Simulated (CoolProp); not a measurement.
Saturation properties of sulfur dioxide.

Values from CoolProp's reference Helmholtz-energy equation of state, Gao 2016.

| T (°C) | p (bar) | liquid density (kg/m³) | vapour density (kg/m³) | surface tension (mN/m) |
|---|---|---|---|---|
| 6.75 | 2.034 | 1417 | 5.860 | 25.2 |
| 9.75 | 2.281 | 1409 | 6.527 | ? |
| 12.65 | 2.542 | 1401 | 7.226 | 24.1 |
| 15.65 | 2.835 | 1393 | 8.010 | 23.5 |
| 18.65 | 3.154 | 1385 | 8.858 | 22.9 |
| 21.65 | 3.501 | ? | 9.776 | 22.3 |
| 24.65 | ? | 1368 | 10.77 | ? |
| 27.65 | 4.281 | 1359 | 11.83 | 21.1 |
| 30.65 | 4.718 | 1351 | 12.98 | 20.6 |
| 33.55 | 5.173 | 1342 | 14.17 | 20.0 |

**Question.** Some entries are withheld; supply them.

**Answer.** 
- 9.75, surface tension (mN/m): 24.6
- 21.65, liquid density (kg/m³): 1376
- 24.65, p (bar): 3.876
- 24.65, surface tension (mN/m): 21.7

It boils at -10.0 °C under 1 atm.

Surface tension comes from a separate correlation (Mulero 2012).
